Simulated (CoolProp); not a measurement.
The fluid at 519.74 K and 10.8 MPa expands adiabatically to 1.15 MPa with isentropic efficiency 0.8. The same conditions are run with several fluids, on thermodynamics alone (safety and materials aside).

Values from CoolProp's reference Helmholtz-energy equation of state of each fluid (hydrogen sulfide: Lemmon 2006; oxygen: Schmidt 1985; isohexane: Lemmon 2006; nitrogen: Span 2000; cyclopentane: Gedanitz 2015).

Problem. Rank hydrogen sulfide, oxygen, isohexane, nitrogen, cyclopentane by work (kJ/kg), highest first.

Solution. nitrogen (207), oxygen (181), hydrogen sulfide (153), cyclopentane (34.6), isohexane (32.8)

```csv
fluid,final temperature (K),final phase,final density (kg/m³)
hydrogen sulfide,328.3,gas,15.4
oxygen,325.3,gas,13.7
isohexane,436.7,gas,37.2
nitrogen,321.8,gas,12.0
cyclopentane,422.1,"two-phase, vapour fraction 0.784",36.0
```

Above 300 K oxygen's equation is extrapolated.
